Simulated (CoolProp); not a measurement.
Vapour-liquid equilibrium of cyclohexane (1) + dimethyl carbonate (2) at 5.32 bar; x and y are mole fractions of (1).

Model: multi-fluid Helmholtz-energy mixture model, Zhou 2014 and Zhou 2011; pair parameters Bell 2016, in CoolProp.

Give the bubble temperature and the first vapour's composition at x = 0.05, 0.45, 0.65. Is there an azeotrope?

x = 0.05: 421.9 K, y = 0.121; x = 0.45: 410.4 K, y = 0.511; x = 0.65: 410.3 K, y = 0.609. y crosses x between x = 0.55 and 0.65: the model has an azeotrope there.

Pair parameters are fitted to limited data, so mixtures are less certain than the pure fluids.
